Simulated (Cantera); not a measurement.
Input: 1 mol CF4, 0.37 mol HCl, 0.12 mol H2, held at 44.0 mbar.

These are equilibrium values from Cantera (NASA tables, ideal gas, pure condensed phases), not measurements of a reactor. Candidate condensed phases: C, C6H6, C7H8, C8H18; 118 gas species. Gases not in the tables: C2F6 and larger saturated fluorocarbons. The numbers say what is thermodynamically allowed, not how fast it happens. All values below are at 1773 K.

Base state: CF4 0.472, HF 0.330, Cl 0.161, Cl2 0.0148, HCl 0.0119, CF2 0.00435, CClF3 0.00422, F 0.000849 (mole fractions); condensed: C(graphite).

What changes in the equilibrium state with this change: HCl from 0.37 to 0.015 mol?


```json
[
 {"species": "CF4", "before": "0.472", "after": "0.770"},
 {"species": "HF", "before": "0.330", "after": "0.210"},
 {"species": "Cl", "before": "0.161", "after": "0.0113"},
 {"species": "Cl2", "before": "0.0148", "after": "7.34e-5"},
 {"species": "HCl", "before": "0.0119", "after": "0.000470"},
 {"species": "CCl2F2", "before": "2.75e-5", "after": "1.74e-7"},
 {"species": "ClF", "before": "0.000152", "after": "1.21e-5"},
 {"species": "CClF3", "before": "0.00422", "after": "0.000429"},
 {"species": "CF3", "before": "0.000637", "after": "0.000920"},
 {"species": "C(graphite), mol", "before": "0.142", "after": "0.0601"}
]
```
